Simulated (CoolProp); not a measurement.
Properties of R123 along the isotherm 474.9 K.

Values from CoolProp's reference Helmholtz-energy equation of state, Younglove 1994. It is a modified Benedict-Webb-Rubin equation, recast in Helmholtz form.

```
p (bar)  phase  cp (kJ/(kg K))  cv (kJ/(kg K))  speed of sound (m/s)  viscosity (µPa s)  conductivity (mW/(m K))
-------  -----  --------------  --------------  --------------------  -----------------  -----------------------
1.41       gas          0.8522          0.7945                 164.5               16.5                     19.4
2.82       gas          0.8576          0.7962                 162.8               16.5                     19.5
4.23       gas          0.8632          0.7980                 161.1               16.6                     19.6
5.63       gas          0.8692          0.7998                 159.4               16.6                     19.8
7.04       gas          0.8756          0.8017                 157.7               16.6                     19.9
8.45       gas          0.8825          0.8036                 155.9               16.7                     20.1
9.86       gas          0.8899          0.8057                 154.0               16.7                     20.2
11.3       gas          0.8979          0.8079                 152.1               16.8                     20.4
12.7       gas          0.9064          0.8101                 150.2               16.8                     20.5
14.1       gas          0.9156          0.8124                 148.3               16.9                     20.7
15.5       gas          0.9256          0.8148                 146.3               17.0                     20.9
16.9       gas          0.9365          0.8173                 144.2               17.1                     21.1
18.3       gas          0.9484          0.8199                 142.1               17.3                     21.3
```

Viscosity comes from a separate model (Tanaka 1996). Thermal conductivity comes from a separate model (Laesecke 1996).
